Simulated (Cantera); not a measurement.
A perfectly stirred reactor is fed with CO : O₂ : H₂O : N₂ = 0.0011 : 0.016 : 0.0031 : 1 (molar parts), equivalence ratio 0.034, at 405 Torr; it is held at 925 K, and followed from long to short residence time.

Cantera simulation using GRI-Mech 3.0 (53 species, 325 reactions); the numbers are that mechanism's predictions, not measurements.

x: mole fraction; the columns are a selection and need not sum to one.

| τ (s) | x CO | x O₂ | x H₂O | x OH | x H₂O₂ | x HO₂ |
|---|---|---|---|---|---|---|
| 23 | 0.000572 | 0.0154 | 0.00304 | 2.60e-8 | (withheld) | 5.17e-7 |
| 9.6 | 0.000782 | 0.0155 | 0.00304 | 2.64e-8 | (withheld) | 5.95e-7 |
| 4.0 | 0.000934 | 0.0156 | 0.00304 | 2.57e-8 | 2.24e-7 | 6.31e-7 |
| 1.6 | 0.00102 | 0.0157 | 0.00304 | 2.36e-8 | 2.12e-7 | 6.23e-7 |
| 0.67 | 0.00106 | 0.0157 | 0.00304 | 1.95e-8 | (withheld) | 5.68e-7 |
| 0.28 | 0.00107 | 0.0157 | 0.00304 | 1.22e-8 | (withheld) | 4.28e-7 |
| 0.11 | 0.00108 | 0.0157 | 0.00304 | 2.17e-9 | (withheld) | 1.15e-7 |
| 0.047 | 0.00108 | 0.0157 | 0.00304 | 7.22e-12 | <1e-12 | 2.72e-10 |
| 0.019 | 0.00108 | 0.0157 | 0.00304 | 1.85e-12 | <1e-12 | 3.04e-11 |
| 0.0079 | 0.00108 | 0.0157 | 0.00304 | <1e-12 | <1e-12 | 4.55e-12 |

Question: Fill in the missing entries.

Answer: 
- 23, x H₂O₂: 1.56e-7
- 9.6, x H₂O₂: 2.03e-7
- 0.67, x H₂O₂: 1.65e-7
- 0.28, x H₂O₂: 8.24e-8
- 0.11, x H₂O₂: 4.39e-9
